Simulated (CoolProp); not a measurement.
A single-stage vapour-compression cycle with R22: evaporating at 204.15 K (dew point), condensing at 274.15 K (bubble point), superheat 10 K, subcooling 2 K, compressor efficiency 0.65, no pressure losses. Each further row changes one setting.

Computed with CoolProp (reference Helmholtz-energy equation of state, Kamei 1995).

| case | cooling COP | pressure ratio | discharge temperature (K) | refrigerating effect (kJ/kg) | volumetric capacity (kJ/m³) |
|---|---|---|---|---|---|
| as stated | 1.41 | 23.6 | 411.0 | 181 | 194 |
| evaporating temperature 209.15 K | 1.60 | 17.3 | 397.2 | 183 | 262 |
| condensing temperature 269.15 K | 1.56 | 20.0 | 399.9 | 187 | 200 |
| subcooling 7 K | 1.46 | 23.6 | 411.0 | 187 | 200 |
| superheat 20 K | 1.40 | 23.6 | 424.9 | 186 | 190 |
| compressor efficiency 0.55 | 1.20 | 23.6 | 439.9 | 181 | 194 |
